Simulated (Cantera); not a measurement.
**Thermodynamics of boron, boron nitride and boron oxide, feed B2H6 + H2O + N2**

A closed system holds: 1 mol B2H6, 0.28 mol H2O, 0.24 mol N2, equilibrated at 0.00133 bar.

Method: chemical equilibrium by Gibbs-energy minimisation in Cantera with the NASA 1993 tables (ideal gas, pure condensed phases). Candidate condensed phases: B, BN, B2O3, B3O3H3, H2O; 39 gas species. The feed counts by its element totals alone. N2 is the only nitrogen source here; it is nearly inert below about 1500 K, so the nitride shown seldom forms there in practice. Mutual solubility and eutectic melting of coexisting phases are not modelled. The tables' values for BH2 are old estimates; treat these amounts as uncertain. The numbers say what is thermodynamically allowed, not how fast it happens.

From 873 K to 1373 K the condensed part is B(s) + BN(s) + B2O3(l). From 1473 K to 1573 K the condensed part is B(s) + BN(s). The main B-bearing gas is B3O3H3 at 873 K and HBO at 1573 K.

```json
[
 {"T (K)": "873", "x H2": "1.000", "x HBO": "6.29e-7", "x B2O2": "5.85e-11", "x B2O3": "2.28e-12", "n B(s)": "1.33", "n BN(s)": "0.480", "n B2O3(l)": "0.0927"},
 {"T (K)": "973", "x H2": "1.000", "x HBO": "1.24e-5", "x B2O2": "1.08e-8", "x B2O3": "6.65e-10", "n B(s)": "1.33", "n BN(s)": "0.480", "n B2O3(l)": "0.0926"},
 {"T (K)": "1073", "x H2": "1.000", "x HBO": "0.000138", "x B2O2": "7.31e-7", "x B2O3": "6.47e-8", "n B(s)": "1.33", "n BN(s)": "0.480", "n B2O3(l)": "0.0924"},
 {"T (K)": "1173", "x H2": "0.999", "x HBO": "0.00100", "x B2O2": "2.36e-5", "x B2O3": "2.79e-6", "n B(s)": "1.33", "n BN(s)": "0.480", "n B2O3(l)": "0.0913"},
 {"T (K)": "1273", "x H2": "0.994", "x HBO": "0.00527", "x B2O2": "0.000432", "x B2O3": "6.51e-5", "n B(s)": "1.33", "n BN(s)": "0.480", "n B2O3(l)": "0.0854"},
 {"T (K)": "1373", "x H2": "0.972", "x HBO": "0.0214", "x B2O2": "0.00510", "x B2O3": "0.000939", "n B(s)": "1.30", "n BN(s)": "0.480", "n B2O3(l)": "0.0534"},
 {"T (K)": "1473", "x H2": "0.938", "x HBO": "0.0427", "x B2O2": "0.0156", "x B2O3": "0.00207", "n B(s)": "1.25", "n BN(s)": "0.480", "n B2O3(l)": "0"},
 {"T (K)": "1573", "x H2": "0.934", "x HBO": "0.0474", "x B2O2": "0.0149", "x B2O3": "0.000887", "n B(s)": "1.24", "n BN(s)": "0.480", "n B2O3(l)": "0"}
]
```
x: gas mole fraction; n: condensed amount in mol.
